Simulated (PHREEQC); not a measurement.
Solution (25 °C): 0.0012 mol NH4HS, 0.057 mol HCl and 0.021 mol FeCl2 per kg of water. Closed to the air; pH follows from the charge balance.

Equilibrium calculation in PHREEQC: ion-association model, phreeqc.dat.

### Question
The ionic strength comes out as 0.118 mol/kgw. What activity coefficients do NH4+, H+, Fe+2, FeCl+, Cl- get?

### Answer
NH4+ 0.73, H+ 0.82, Fe+2 0.38, FeCl+ 0.77, Cl- 0.76.

Precipitation was switched off in this run.
